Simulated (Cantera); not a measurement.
Catalytic stagnation flow on Pt

A jet of 4.22 % CH4, 14.4 % O2, 81.4 % N2 at 300 K and 0.460 bar hits a platinum plate 2.6 cm away at a mass flux of 0.075 kg/m²/s; the plate temperature is set and raised in steps from an oxygen-covered start.

Computed with Cantera and Deutschmann's 1995 Pt surface mechanism with GRI-Mech 3.0 gas chemistry. Catalytic surfaces can have several steady states; this one follows from the mechanism file's or the stated starting coverage.

```
plate T (K)  wall x CH4  wall x O2  wall x H2O  wall x OH  wall x CO  wall x CO2  θ free Pt   θ O*    θ OH*
-----------  ----------  ---------  ----------  ---------  ---------  ----------  ---------  -----  -------
850              0.0350      0.129      0.0136      <1e-8    7.44e-6     0.00883     0.0801  0.918  0.00178
900              0.0265      0.111      0.0295    2.08e-8    8.14e-6      0.0192      0.129  0.869  0.00259
950              0.0177     0.0920      0.0457    6.29e-8    7.61e-6      0.0300      0.189  0.808  0.00307
1000             0.0116     0.0790      0.0570    1.72e-7    6.73e-6      0.0375      0.254  0.743  0.00317
1050            0.00783     0.0711      0.0638    4.13e-7    6.04e-6      0.0420      0.320  0.677  0.00304
1100            0.00559     0.0665      0.0677    8.96e-7    5.61e-6      0.0446      0.385  0.612  0.00281
1150            0.00418     0.0638      0.0701    1.79e-6    5.44e-6      0.0461      0.449  0.549  0.00253
```
x: mole fraction at the wall; θ: surface coverage.
